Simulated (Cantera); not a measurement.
An adiabatic, constant-pressure homogeneous reactor starts with CH4 : O2 : N2 = 1 : 1.18 : 4.42 (molar parts), equivalence ratio 1.7, at 1550 K and 5.00 bar.

Cantera simulation using GRI-Mech 3.0 (53 species, 325 reactions); the numbers are that mechanism's predictions, not measurements.

### Question
Predict: time of steepest temperature rise; temperature at 0.400 s; equilibrium temperature; x(O2) at 0.400 s; x(CO2) at 0.400 s; x(NO2) at 0.400 s; x(N2O) at 0.400 s.

### Answer
| Quantity | Value |
|---|---|
| time of steepest temperature rise | 0.264 ms |
| temperature at 0.400 s | 2734 K |
| equilibrium temperature | 2734 K |
| x(O2) at 0.400 s | 0.000117 (gas-phase equilibrium 0.000117) |
| x(CO2) at 0.400 s | 0.0233 (gas-phase equilibrium 0.0233) |
| x(NO2) at 0.400 s | 2.58e-8 (gas-phase equilibrium 2.58e-8) |
| x(N2O) at 0.400 s | 7.44e-8 (gas-phase equilibrium 7.44e-8) |
